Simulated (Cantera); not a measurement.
Input: 1 mol AlN, 0.16 mol H2O, 5 mol H2, at 1.33 mbar.

Cantera equilibrium calculation (NASA polynomials, part measured and part estimated; ideal gas, pure solids and liquids). Candidate condensed phases: Al, AlN, Al2O3, H2O; 35 gas species. Mutual solubility and eutectic melting of coexisting phases are not modelled. The numbers say what is thermodynamically allowed, not how fast it happens.

Problem. At 1200 °C, list the 3 most abundant gas species with their mole fractions, and the condensed phases.

Solution. H2 0.989, N2 0.0102, H 0.000345. Condensed: AlN(s) + Al2O3(s).
